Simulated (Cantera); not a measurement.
A perfectly stirred reactor is fed with CO : O2 : H2O : N2 = 0.0023 : 0.094 : 0.0043 : 1 (molar parts), equivalence ratio 0.012, at 0.540 bar; it is held at 1425 K, and followed from long to short residence time.

Model: GRI-Mech 3.0 (53 species, 325 reactions), integrated in Cantera.

x: mole fraction; the columns are a selection and need not sum to one.

```json
[
 {"τ (s)": "25", "x CO": "3.58e-6", "x O2": "0.0844", "x H2O": "0.00390", "x H": "9.49e-9", "x CO2": "0.00209", "x O": "…"},
 {"τ (s)": "7.7", "x CO": "8.18e-6", "x O2": "0.0844", "x H2O": "0.00390", "x H": "2.72e-8", "x CO2": "0.00208", "x O": "…"},
 {"τ (s)": "2.4", "x CO": "1.82e-5", "x O2": "0.0844", "x H2O": "0.00390", "x H": "8.07e-8", "x CO2": "0.00207", "x O": "…"},
 {"τ (s)": "0.73", "x CO": "4.09e-5", "x O2": "0.0844", "x H2O": "0.00389", "x H": "2.48e-7", "x CO2": "0.00205", "x O": "…"},
 {"τ (s)": "0.23", "x CO": "8.89e-5", "x O2": "0.0845", "x H2O": "0.00388", "x H": "7.33e-7", "x CO2": "0.00200", "x O": "…"},
 {"τ (s)": "0.070", "x CO": "0.000194", "x O2": "0.0845", "x H2O": "0.00386", "x H": "2.15e-6", "x CO2": "0.00190", "x O": "…"},
 {"τ (s)": "0.022", "x CO": "0.000404", "x O2": "0.0845", "x H2O": "0.00384", "x H": "5.55e-6", "x CO2": "0.00169", "x O": "…"},
 {"τ (s)": "0.0067", "x CO": "0.000806", "x O2": "0.0846", "x H2O": "0.00382", "x H": "1.13e-5", "x CO2": "0.00129", "x O": "0.000277"},
 {"τ (s)": "0.0021", "x CO": "0.00141", "x O2": "0.0849", "x H2O": "0.00382", "x H": "1.19e-5", "x CO2": "0.000685", "x O": "0.000285"},
 {"τ (s)": "0.00064", "x CO": "0.00199", "x O2": "0.0853", "x H2O": "0.00388", "x H": "1.40e-6", "x CO2": "9.50e-5", "x O": "…"}
]
```

Problem. Some entries are withheld; supply them.

Solution. 
- 25, x O: 2.40e-6
- 7.7, x O: 4.85e-6
- 2.4, x O: 1.00e-5
- 0.73, x O: 2.13e-5
- 0.23, x O: 4.40e-5
- 0.070, x O: 9.08e-5
- 0.022, x O: 0.000172
- 0.00064, x O: 5.80e-5
